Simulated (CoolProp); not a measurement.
Vapour-liquid equilibrium of n-hexane (1) + o-xylene (2) at 0.373 MPa; x and y are mole fractions of (1).

Values from CoolProp's multi-fluid Helmholtz-energy mixture model, Thol 2019 and Zhou 2012; pair parameters Bell 2016.

```csv
x,"bubble temperature, mixture model (°C)","bubble temperature, Raoult's law (°C)","y, mixture model","y, Raoult's law"
0.05,192.0,192.1,0.197,0.213
0.15,176.0,176.7,0.471,0.494
0.25,[?],164.4,[?],0.663
0.35,153.4,154.5,0.746,0.771
0.45,145.3,146.2,0.819,0.843
0.55,138.6,139.2,0.872,0.894
0.65,[?],133.1,0.911,0.930
0.75,127.8,127.8,0.942,0.957
0.85,[?],123.1,[?],0.978
0.95,119.0,118.9,0.990,0.993
```

Some entries are withheld; supply them.


- 0.25, bubble temperature, mixture model (°C): 163.4
- 0.25, y, mixture model: 0.639
- 0.65, bubble temperature, mixture model (°C): 132.8
- 0.85, bubble temperature, mixture model (°C): 123.2
- 0.85, y, mixture model: 0.968

The largest gap from Raoult's law is -1.1 K in bubble temperature, at x = 0.35. No azeotrope shows between x = 0.05 and 0.95.

Pair parameters are fitted to limited data, so mixtures are less certain than the pure fluids.
